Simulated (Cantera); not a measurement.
Equilibrium for carbon deposition, reforming and gasification: C2H6 + CO2 + N2 + NH3

A closed system holds: 1 mol C2H6, 0.31 mol CO2, 23 mol N2, 0.21 mol NH3, held at 100 Torr.

Method: chemical equilibrium by Gibbs-energy minimisation in Cantera with the NASA 1993 tables (ideal gas, pure condensed phases). Candidate condensed phases: C, C6H6, C7H8, C8H18, H2O; 136 gas species. Equilibrium is a limit: real reactors are often held back by kinetics, nucleation or transport.

From 1125 °C to 2525 °C the condensed part is C(graphite). At 2725 °C nothing is condensed. The main C-bearing gas is CO at 1125 °C and HCN at 2725 °C. The share of C in condensed phases is highest at 1125 °C (73.0 %) and lowest at 2725 °C (0.0 %).

```tsv
T (°C)	x N2	x H2	x H	x HCN	x CO	n C(graphite)
1125	0.854	0.122	4.54e-6	0.000158	0.0229	1.69
1325	0.854	0.122	5.10e-5	0.000653	0.0229	1.67
1525	0.853	0.121	0.000336	0.00196	0.0229	1.63
1725	0.851	0.119	0.00152	0.00466	0.0229	1.55
1925	0.847	0.114	0.00516	0.00932	0.0229	1.40
2125	0.839	0.105	0.0140	0.0161	0.0228	1.16
2325	0.827	0.0897	0.0312	0.0244	0.0226	0.825
2525	0.808	0.0685	0.0582	0.0324	0.0222	0.395
2725	0.786	0.0470	0.0932	0.0334	0.0217	0
```
x: gas mole fraction; n: condensed amount in mol.
